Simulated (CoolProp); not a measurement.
R134a at 293.15 K and 0.466 MPa is throttled through a valve to 0.116 MPa with no heat exchange. Each further row changes one setting.

Computed with CoolProp (reference Helmholtz-energy equation of state, Tillner-Roth 1994).

```csv
case,temperature change (K),final density (kg/m³)
as stated,(withheld),(withheld)
outlet pressure 0.0348 MPa,(withheld),(withheld)
outlet pressure 0.151 MPa,(withheld),6.75
```

Problem. Fill in the missing entries.

Solution. 
- as stated, temperature change (K): -9.0
- as stated, final density (kg/m³): 5.16
- outlet pressure 0.0348 MPa, temperature change (K): -11.1
- outlet pressure 0.0348 MPa, final density (kg/m³): 1.53
- outlet pressure 0.151 MPa, temperature change (K): -8.1
